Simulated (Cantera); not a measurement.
An adiabatic, constant-pressure homogeneous reactor starts with C₃H₈ : O₂ : N₂ = 1 : 2.27 : 8.55 (molar parts), equivalence ratio 2.2, at 1100 K and 1.01 bar. Integrator tolerance rtol = 1e-08.

Model: GRI-Mech 3.0 (53 species, 325 reactions), integrated in Cantera. GRI-Mech 3.0 was tuned for natural gas; its chemistry of propane as a main component is partial and can be far from experiment.

Problem. What does this change do: constant volume in place of constant pressure?

Solution. 
```json
[
 {"quantity": "time of steepest temperature rise", "before": "56.7 ms", "after": "53.0 ms"},
 {"quantity": "temperature at 0.700 s", "before": "2152 K", "after": "2485 K"},
 {"quantity": "equilibrium temperature", "before": "2152 K", "after": "2485 K"},
 {"quantity": "x(C₃H₈) at 0.700 s", "before": "<1e-12 (gas-phase equilibrium <1e-12)", "after": "<1e-12 (gas-phase equilibrium <1e-12)"},
 {"quantity": "x(O₂) at 0.700 s", "before": "1.59e-7 (gas-phase equilibrium 1.59e-7)", "after": "2.49e-6 (gas-phase equilibrium 2.49e-6)"},
 {"quantity": "x(C₂H₂) at 0.700 s", "before": "<1e-12 (gas-phase equilibrium <1e-12)", "after": "1.14e-12 (gas-phase equilibrium 1.27e-12)"},
 {"quantity": "x(C₂H) at 0.700 s", "before": "<1e-12 (gas-phase equilibrium <1e-12)", "after": "<1e-12 (gas-phase equilibrium <1e-12)"},
 {"quantity": "x(CO) at 0.700 s", "before": "0.176 (gas-phase equilibrium 0.176)", "after": "0.178 (gas-phase equilibrium 0.178)"},
 {"quantity": "x(CH₃) at 0.700 s", "before": "3.84e-11 (gas-phase equilibrium 4.36e-11)", "after": "1.92e-10 (gas-phase equilibrium 2.15e-10)"},
 {"quantity": "x(NO) at 0.700 s", "before": "9.00e-6 (gas-phase equilibrium 8.22e-6)", "after": "6.45e-5 (gas-phase equilibrium 6.45e-5)"}
]
```
